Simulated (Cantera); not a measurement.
A freely propagating, adiabatic, planar premixed flame of 12.6 % CH4, 19.4 % O2, 67.9 % N2, equivalence ratio 1.3, unburnt at 598 K and 9.20 bar; mixture-averaged transport, grid criteria slope 0.08 and curve 0.16, no radiation.

Detailed kinetics in Cantera: GRI-Mech 3.0 (53 species, 325 reactions). Burning velocities carry a grid error of a few per cent, more on coarse grids.

Task: Predict: laminar burning velocity; thermal thickness; peak x(H); peak x(C2H); peak x(C2H4); peak x(HCN).

Result: 
| Quantity | Result |
|---|---|
| laminar burning velocity | 45.0 cm/s |
| thermal thickness | 0.0826 mm |
| peak x(H) | 0.00254 |
| peak x(C2H) | 2.12e-6 |
| peak x(C2H4) | 0.00176 |
| peak x(HCN) | 4.66e-5 |
